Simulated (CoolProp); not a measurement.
A simple Rankine cycle with R236FA: condensing at 292.15 K, boiler at 1.08 MPa, turbine inlet 387.2 K, turbine efficiency 0.6, pump efficiency 0.7, no recuperator. Each further row changes one setting.

Values from CoolProp's reference Helmholtz-energy equation of state, Pan 2012.

```tsv
case	thermal efficiency (%)	net work (kJ/kg)	heat in (kJ/kg)	turbine exit temperature (K)	volume ratio over the turbine
as stated	7.3	16.6	225	359.2	(withheld)
condensing temperature 284.15 K	8.4	19.7	235	(withheld)	(withheld)
boiler pressure 0.756 MPa	5.9	13.5	230	366.9	3.47
turbine efficiency 0.5	6.1	13.6	225	(withheld)	5.15
```

Question: What belongs in the gaps?

Answer: 
- as stated, volume ratio over the turbine: 5.10
- condensing temperature 284.15 K, turbine exit temperature (K): 355.1
- condensing temperature 284.15 K, volume ratio over the turbine: 6.79
- turbine efficiency 0.5, turbine exit temperature (K): 362.3
